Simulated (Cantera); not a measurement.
A Cantera script and what it prints.

```python
import numpy as np
import cantera as ct

gas_names = [...]  # 123 gases of nasa_gas.yaml made of C, H, O, Si
cond_names = """
    C(gr) C6H6(L) C7H8(L) C8H18(L),n-octa H2O(s) H2O(L) Si(cr) Si(L) SiC(b) SiO2(Lqz) SiO2(hqz) SiO2(L)
""".split()


# ... load() reads the species with a 1 bar reference pressure and builds the phases ...
atoms = {
    'HMDSO': {'Si': 2, 'C': 6, 'H': 18, 'O': 1},
    'CO2': {'C': 1, 'O': 2},
    'H2': {'H': 2},
    'H2O': {'H': 2, 'O': 1},
}
top_T = {'C(gr)': 4500, 'SiC(b)': 3050}  # K; cautious upper limits of use, not melting points


# ... equilibrate(T, P, feed) seeds the gas with the atoms and calls Mixture.equilibrate('TP', solver="vcs", rtol=1e-11, max_steps=5000) ...
results = []
feed = {'HMDSO': 1, 'CO2': 13, 'H2': 25, 'H2O': 2.1}  # mol
T = 1673.15  # K
for P in [5, 36, 260, 1900, 14000, 100000]:
    mix = equilibrate(T, P, feed)
    results.append((T, P, feed, dict(zip(mix.species_names, mix.species_moles))))

top = {s: max(r[3][s] / sum(r[3][g] for g in gas_names) for r in results) for s in gas_names}
cols = sorted((s for s in top if top[s] > 0.0001), key=lambda s: -top[s])[:5]
seen = [c for c in cond_names if any(r[3].get(c, 0) > 1e-12 for r in results)]
print("log10 of partial pressures in bar; condensed amounts in mol")
print(f"{'P/Pa':>10s}" + "".join(f"{s[:9]:>10s}" for s in cols + seen))
for T, P, feed, n in results:
    ng = sum(n[g] for g in gas_names)
    print(f"{P:10.4g}" + "".join(f"{np.log10(max(n[s] / ng * P / 1e5, 1e-99)):10.3f}" for s in cols)
          + "".join(f"{n.get(c, 0):10.4g}" for c in seen))
```

It prints:

```
log10 of partial pressures in bar; condensed amounts in mol
      P/Pa        H2        CO       H2O       CO2       SiO SiO2(hqz)
         5    -4.576    -4.798    -5.282    -6.023    -6.117      1.14
        36    -3.700    -3.930    -4.463    -5.213    -6.060     1.866
       260    -2.837    -3.070    -3.611    -4.363    -6.049     1.981
      1900    -1.973    -2.205    -2.748    -3.500    -6.048     1.997
   1.4e+04    -1.105    -1.338    -1.880    -2.633    -6.047         2
     1e+05    -0.251    -0.484    -1.027    -1.779    -6.047         2
```

Method: chemical equilibrium by Gibbs-energy minimisation in Cantera with the NASA 1993 tables (ideal gas, pure condensed phases). The feed counts by its element totals alone. The tables hold silica as quartz up to 1696 K and as liquid above; real silica turns to tridymite and cristobalite and melts near 1996 K. Gases not in the tables: Si(OH)4.
